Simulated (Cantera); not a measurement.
Charge: 1 mol SiCl4, 150 mol H2, held at 0.100 bar.

Points: T (K) = 1973, 2023, 2073, 2123, 2173, 2223, 2273.

Cantera's Mixture.equilibrate('TP', solver="vcs", rtol=1e-11, max_steps=5000) on the NASA tables stopped like this:

```
 P = 10000 Pa  gas = 152.6 mol
   x: H2 9.684e-01  HCL 2.336e-02  H 5.910e-03  SiCL2 1.314e-03  Si 5.689e-04  SiH2 1.170e-04  SiH 1.139e-04  SiCL 1.138e-04  CL 1.059e-04
   condensed (mol): Si(L) 0.6572
T = 2073 K  P = 10000 Pa  gas = 152.8 mol
   x: H2 9.656e-01  HCL 2.337e-02  H 8.172e-03  SiCL2 1.247e-03  Si 9.968e-04  SiH 1.781e-04  SiCL 1.587e-04  SiH2 1.530e-04  CL 1.460e-04
   condensed (mol): Si(L) 0.577
T = 2123 K  P = 10000 Pa  gas = 153.2 mol
   x: H2 9.617e-01  HCL 2.333e-02  H 1.113e-02  Si 1.700e-03  SiCL2 1.182e-03  SiH 2.725e-04  SiCL 2.175e-04  CL 1.981e-04  SiH2 1.973e-04
   condensed (mol): Si(L) 0.4437
ERROR: FAILURE its = 5001!

*******************************************************************************
CanteraError thrown by MultiPhase::equilibrate:
VCS solver failed. Return code: -1
*******************************************************************************
```

What got this run through?

This is not unique; one that fits is The failure is numerical, not chemical. The same input converged with solver="gibbs", rtol=1e-10, max_steps=50000, and the result passed a check of the equilibrium conditions:
```
T = 1973 K  P = 10000 Pa  gas = 152.4 mol
   x: H2 9.705e-01  HCL 2.331e-02  H 4.203e-03  SiCL2 1.385e-03  Si 3.155e-04
   condensed (mol): Si(L) 0.7026
T = 2023 K  P = 10000 Pa  gas = 152.6 mol
   x: H2 9.684e-01  HCL 2.336e-02  H 5.910e-03  SiCL2 1.314e-03  Si 5.689e-04  SiH2 1.170e-04  SiH 1.139e-04  SiCL 1.138e-04  CL 1.059e-04
   condensed (mol): Si(L) 0.6572
T = 2073 K  P = 10000 Pa  gas = 152.8 mol
   x: H2 9.656e-01  HCL 2.337e-02  H 8.172e-03  SiCL2 1.247e-03  Si 9.968e-04  SiH 1.781e-04  SiCL 1.587e-04  SiH2 1.530e-04  CL 1.460e-04
   condensed (mol): Si(L) 0.577
T = 2123 K  P = 10000 Pa  gas = 153.2 mol
   x: H2 9.617e-01  HCL 2.333e-02  H 1.113e-02  Si 1.700e-03  SiCL2 1.182e-03  SiH 2.725e-04  SiCL 2.175e-04  CL 1.981e-04  SiH2 1.973e-04
   condensed (mol): Si(L) 0.4437
T = 2173 K  P = 10000 Pa  gas = 153.7 mol
   x: H2 9.566e-01  HCL 2.323e-02  H 1.493e-02  Si 2.828e-03  SiCL2 1.119e-03  SiH 4.083e-04  SiCL 2.930e-04  CL 2.645e-04  SiH2 2.509e-04
   condensed (mol): Si(L) 0.2298
T = 2223 K  P = 10000 Pa  gas = 154.3 mol
   x: H2 9.502e-01  HCL 2.327e-02  H 1.975e-02  Si 4.164e-03  SiCL2 9.736e-04  SiH 5.434e-04  SiCL 3.550e-04  CL 3.510e-04  SiH2 2.854e-04
   condensed (mol): none
T = 2273 K  P = 10000 Pa  gas = 154.8 mol
   x: H2 9.436e-01  H 2.580e-02  HCL 2.371e-02  Si 4.557e-03  SiCL2 6.670e-04  SiH 5.398e-04  CL 4.681e-04  SiCL 3.279e-04  SiH2 2.440e-04
   condensed (mol): none
```

The gas is ideal and each condensed phase is pure. The tables' values for SiCl are old estimates; treat these amounts as uncertain. Gases not in the tables: Si2H6 and higher silanes.
